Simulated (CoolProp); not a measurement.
Vapour pressure (bar) of R1234ze(Z): the reference equation beside estimates from Tc = 423.3 K, pc = 35.31 bar, ω = 0.327.

The numbers come from the reference Helmholtz-energy equation of state, Akasaka 2019 in CoolProp.

```json
[
 {"T (K)": "332.1", "reference": "5.024", "van der Waals": "12.36", "Redlich-Kwong": "7.550"},
 {"T (K)": "339.7", "reference": "6.148", "van der Waals": "13.74", "Redlich-Kwong": "8.882"},
 {"T (K)": "347.3", "reference": "7.452", "van der Waals": "15.20", "Redlich-Kwong": "10.37"},
 {"T (K)": "354.8", "reference": "8.935", "van der Waals": "16.74", "Redlich-Kwong": "11.99"},
 {"T (K)": "362.4", "reference": "10.65", "van der Waals": "18.39", "Redlich-Kwong": "13.81"},
 {"T (K)": "370", "reference": "12.61", "van der Waals": "20.15", "Redlich-Kwong": "15.80"},
 {"T (K)": "377.6", "reference": "14.83", "van der Waals": "22.00", "Redlich-Kwong": "17.97"},
 {"T (K)": "385.2", "reference": "17.33", "van der Waals": "23.95", "Redlich-Kwong": "20.34"},
 {"T (K)": "392.8", "reference": "20.14", "van der Waals": "26.01", "Redlich-Kwong": "22.90"},
 {"T (K)": "400.3", "reference": "23.25", "van der Waals": "28.14", "Redlich-Kwong": "25.64"}
]
```

Absolute difference from the reference over all 10 rows, mean and median: van der Waals 73.0 and 66.2 %, Redlich-Kwong 28.6 and 27.5 %.
